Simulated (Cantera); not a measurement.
A freely propagating, adiabatic, planar premixed flame of CH3OH : O2 : N2 = 1 : 1.25 : 4.7 (molar parts), equivalence ratio 1.2, unburnt at 625 K and 7500 Torr; mixture-averaged transport, grid criteria slope 0.08 and curve 0.16, no radiation.

Computed with Cantera and GRI-Mech 3.0 (53 species, 325 reactions). GRI-Mech 3.0 was tuned for natural gas; its chemistry of methanol as a main component is partial and can be far from experiment. Burning velocities carry a grid error of a few per cent, more on coarse grids.

**Question.** Predict: laminar burning velocity; thermal thickness; peak x(CH2); peak x(CH3).

**Answer.** 
```
Property                     Result
------------------------  ---------
laminar burning velocity  99.7 cm/s
thermal thickness         0.0350 mm
peak x(CH2)                 8.00e-6
peak x(CH3)                0.000139
```
